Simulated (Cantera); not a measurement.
A perfectly stirred reactor is fed with H2 : O2 : N2 = 1.4 : 1 : 14 (molar parts), equivalence ratio 0.70, at 97.5 Torr; it is held at 873 K, and followed from long to short residence time.

Model: the H2/O2 subset of GRI-Mech 3.0, which has no nitrogen chemistry, integrated in Cantera. Radical loss at walls, strong at low pressure, is not modelled. Below about 950 K walls govern HO2 and H2O2 in real vessels. The temperature is held fixed by assumption; the heat of reaction is taken as removed at once.

Q: Predict: x(H2) at τ = 6.00 s; x(O2) at τ = 6.00 s; x(O) at τ = 6.00 s; x(OH) at τ = 6.00 s; x(H) at τ = 6.00 s; x(H2) at τ = 43.0 ms; x(O2) at τ = 43.0 ms; x(O) at τ = 43.0 ms; x(OH) at τ = 43.0 ms; x(H) at τ = 43.0 ms.

A: 
```json
{
 "x(H2) at τ = 6.00 s": "0.00115",
 "x(O2) at τ = 6.00 s": "0.0197",
 "x(O) at τ = 6.00 s": "9.62e-6",
 "x(OH) at τ = 6.00 s": "8.98e-6",
 "x(H) at τ = 6.00 s": "1.05e-5",
 "x(H2) at τ = 43.0 ms": "0.0121",
 "x(O2) at τ = 43.0 ms": "0.0252",
 "x(O) at τ = 43.0 ms": "0.000168",
 "x(OH) at τ = 43.0 ms": "9.94e-5",
 "x(H) at τ = 43.0 ms": "0.00101"
}
```
